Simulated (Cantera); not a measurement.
A Cantera script and its output.

```python
import numpy as np
import cantera as ct

gas = ct.Solution("gri30.yaml")
gas.TPX = 1700, 140000, {'CH4': 1, 'O2': 3.03, 'N2': 11.4}
reactor = ct.IdealGasReactor(gas, energy="on", clone=False)
net = ct.ReactorNet([reactor])
net.rtol, net.atol = 1e-08, 1e-16
show = ['CH4', 'O2', 'H2O2', 'C2H6', 'CH2']
times = np.geomspace(8e-06, 0.1, 12)

steps = ct.SolutionArray(gas, extra=["t"])
rows = []
print(f"{'t/s':>10s}{'T/K':>9s}{'P/Pa':>11s}" + "".join(f"{s:>11s}" for s in show))
for t in times:
    while net.time < t:
        t_next = net.step()
        steps.append(gas.state, t=t_next)
    rows.append([np.interp(t, steps.t, y) for y in (steps.T, steps.P, *steps(*show).X.T)])
    print(f"{t:10.3e}{rows[-1][0]:9.1f}{rows[-1][1]:11.4g}" + "".join(f"{x:11.3e}" for x in rows[-1][2:]))
rate = np.gradient(steps.T, steps.t)
print("integrator steps:", len(steps.t))
if steps.T.max() > steps.T[0] + 200:
    print(f"time of steepest temperature rise: {steps.t[rate.argmax()]:.4e} s")
gas.TPX = 1700, 140000, {'CH4': 1, 'O2': 3.03, 'N2': 11.4}
gas.equilibrate("UV")
print(f"equilibrium (UV): T = {gas.T:.1f} K  " + "  ".join(f"{s} {gas[s].X[0]:.3e}" for s in show))
```

It prints:

```
       t/s      T/K       P/Pa        CH4         O2       H2O2       C2H6        CH2
 8.000e-06   1699.9    1.4e+05  6.478e-02  1.964e-01  6.490e-08  2.217e-08  9.234e-11
 1.886e-05   1699.8    1.4e+05  6.472e-02  1.963e-01  1.521e-07  3.848e-07  5.848e-10
 4.446e-05   1699.9    1.4e+05  6.440e-02  1.962e-01  3.214e-07  8.709e-06  6.580e-09
 1.048e-04   1715.4  1.414e+05  6.032e-02  1.935e-01  2.203e-06  3.118e-04  3.149e-07
 2.471e-04   2846.2  2.414e+05  2.703e-16  6.695e-02  5.659e-07  5.198e-31  5.596e-15
 5.825e-04   2838.8  2.405e+05  2.727e-16  6.345e-02  5.509e-07  5.212e-31  5.236e-15
 1.373e-03   2829.9  2.396e+05  2.727e-16  6.032e-02  5.315e-07  5.204e-31  4.890e-15
 3.238e-03   2827.7  2.394e+05  2.728e-16  5.953e-02  5.266e-07  5.202e-31  4.804e-15
 7.632e-03   2827.6  2.393e+05  2.728e-16  5.951e-02  5.264e-07  5.202e-31  4.802e-15
 1.799e-02   2827.6  2.393e+05  2.728e-16  5.951e-02  5.264e-07  5.202e-31  4.802e-15
 4.242e-02   2827.6  2.393e+05  2.728e-16  5.951e-02  5.264e-07  5.202e-31  4.802e-15
 1.000e-01   2827.6  2.393e+05  2.728e-16  5.951e-02  5.264e-07  5.202e-31  4.802e-15
integrator steps: 1770
time of steepest temperature rise: 1.4681e-04 s
equilibrium (UV): T = 2827.6 K  CH4 3.800e-16  O2 5.951e-02  H2O2 5.264e-07  C2H6 9.980e-31  CH2 5.562e-15
```

Model: GRI-Mech 3.0 (53 species, 325 reactions), integrated in Cantera.
